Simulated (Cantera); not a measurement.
An isothermal, constant-pressure homogeneous reactor starts with 63.7 % CH4, 36.3 % H2O, at 1548 K and 3.95 atm.

Cantera simulation using GRI-Mech 3.0 (53 species, 325 reactions); the numbers are that mechanism's predictions, not measurements. GRI-Mech 3.0 stops at C3 and has no aromatics, soot or wall deposition, so with more carbon than oxygen in the feed, carbon stays in small species such as C2H2 where larger ones or solid carbon would form.

Q: Predict: x(CH4) at 6.00 s; x(H2O) at 6.00 s; x(CH3) at 6.00 s; x(OH) at 6.00 s.

A: 
```
Quantity                                            Result
----------------  ----------------------------------------
x(CH4) at 6.00 s       0.166 (gas-phase equilibrium 0.119)
x(H2O) at 6.00 s    0.0875 (gas-phase equilibrium 1.93e-5)
x(CH3) at 6.00 s   6.96e-5 (gas-phase equilibrium 4.62e-5)
x(OH) at 6.00 s   6.05e-8 (gas-phase equilibrium 1.23e-11)
```
